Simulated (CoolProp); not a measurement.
Model: reference Helmholtz-energy equation of state, Span 2003, in CoolProp. It is a short technical equation, of lower accuracy than the large ones.

Question: Give the vapour pressure (MPa), vapour density (kg/m³), enthalpy of vaporisation (kJ/kg), liquid cp (kJ/(kg K)) of saturated n-heptane at 490.9 K.

Answer: 
```csv
T (K),p (MPa),vapour density (kg/m³),enthalpy of vaporisation (kJ/kg),liquid cp (kJ/(kg K))
490.9,1.32,47.9,194,3.39
```
